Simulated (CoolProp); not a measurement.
Chlorine at 298.15 K and 4.9 MPa is throttled through a valve to 2.84 MPa with no heat exchange. Each further row changes one setting.

The numbers come from the reference Helmholtz-energy equation of state, Thol 2021 in CoolProp.

| case | temperature change (K) | final density (kg/m³) |
|---|---|---|
| as stated | +0.5 | 1400 |
| outlet pressure 0.852 MPa | ? | ? |
| outlet pressure 3.69 MPa | ? | 1400 |

**Question.** Fill in the missing entries.

**Answer.** 
- outlet pressure 0.852 MPa, temperature change (K): +1.0
- outlet pressure 0.852 MPa, final density (kg/m³): 1390
- outlet pressure 3.69 MPa, temperature change (K): +0.3
